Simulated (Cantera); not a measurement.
Standard-state values (1 bar) from the NASA 1993 polynomials, evaluated with Cantera. Values are per mole of reaction as written; species without (g) are pure solids or liquids, kept so even where they would boil at 1 bar.

Problem. Between 300 and 1223 K, where is each reaction favourable under standard conditions?
- 2 OH(g) + MgI₂ = O₂(g) + 2 HI(g) + Mg

Solution. 
- 2 OH(g) + MgI₂ = O₂(g) + 2 HI(g) + Mg: ΔG° is 295 kJ at 300 K and 178 kJ at 1223 K; it stays positive (K < 1). ΔH° is 299 kJ and ΔS° 99 J/K at 1223 K.
